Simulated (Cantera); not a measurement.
What does this Cantera script print?

```python
import numpy as np
import cantera as ct

gas_names = [...]  # 123 gases of nasa_gas.yaml made of C, H, O, Si
cond_names = """
    C(gr) C6H6(L) C7H8(L) C8H18(L),n-octa H2O(s) H2O(L) Si(cr) Si(L) SiC(b) SiO2(Lqz) SiO2(hqz) SiO2(L)
""".split()


# ... load() reads the species with a 1 bar reference pressure and builds the phases ...
atoms = {
    'TEOS': {'Si': 1, 'C': 8, 'H': 20, 'O': 4},
    'O2': {'O': 2},
    'H2': {'H': 2},
    'CO2': {'C': 1, 'O': 2},
}
top_T = {'C(gr)': 4500, 'SiC(b)': 3050}  # K; cautious upper limits of use, not melting points


# ... equilibrate(T, P, feed) seeds the gas with the atoms and calls Mixture.equilibrate('TP', solver="vcs", rtol=1e-11, max_steps=5000) ...
results = []
T = 1698  # K
P = 7800  # Pa
for m in [3.5, 4.1, 4.8, 5.7, 6.7, 7.8, 9.2, 11, 13, 15]:
    feed = {'TEOS': 1, 'O2': m, 'H2': 0.52, 'CO2': 4.9}  # mol
    mix = equilibrate(T, P, feed)
    results.append((T, P, feed, dict(zip(mix.species_names, mix.species_moles))))

top = {s: max(r[3][s] / sum(r[3][g] for g in gas_names) for r in results) for s in gas_names}
cols = sorted((s for s in top if top[s] > 1e-06), key=lambda s: -top[s])[:6]
seen = [c for c in cond_names if any(r[3].get(c, 0) > 1e-12 for r in results)]
print("log10 of partial pressures in bar; condensed amounts in mol")
print(f"{'n(O2)':>10s}" + "".join(f"{s[:9]:>10s}" for s in cols + seen))
for T, P, feed, n in results:
    ng = sum(n[g] for g in gas_names)
    print(f"{feed['O2']:10.4g}" + "".join(f"{np.log10(max(n[s] / ng * P / 1e5, 1e-99)):10.3f}" for s in cols)
          + "".join(f"{n.get(c, 0):10.4g}" for c in seen))
```

Output:

```
log10 of partial pressures in bar; condensed amounts in mol
     n(O2)       CO2        CO       H2O        H2        O2        OH   SiO2(L)
       3.5    -2.190    -1.438    -1.880    -1.661    -9.850    -6.178    0.9999
       4.1    -2.090    -1.458    -1.809    -1.710    -9.611    -6.083    0.9999
       4.8    -1.990    -1.485    -1.743    -1.771    -9.356    -5.986    0.9999
       5.7    -1.879    -1.527    -1.676    -1.856    -9.052    -5.877    0.9999
       6.7    -1.773    -1.583    -1.618    -1.961    -8.726    -5.766         1
       7.8    -1.672    -1.664    -1.569    -2.095    -8.361    -5.651         1
       9.2    -1.560    -1.812    -1.522    -2.306    -7.844    -5.498         1
        11    -1.440    -2.179    -1.478    -2.751    -6.867    -5.232         1
        13    -1.381    -4.245    -1.470    -4.866    -2.619    -4.166         1
        15    -1.416    -4.545    -1.504    -5.166    -2.088    -4.050         1
```

Method: chemical equilibrium by Gibbs-energy minimisation in Cantera with the NASA 1993 tables (ideal gas, pure condensed phases). The feed counts by its element totals alone. The tables hold silica as quartz up to 1696 K and as liquid above; real silica turns to tridymite and cristobalite and melts near 1996 K. Gases not in the tables: Si(OH)4.
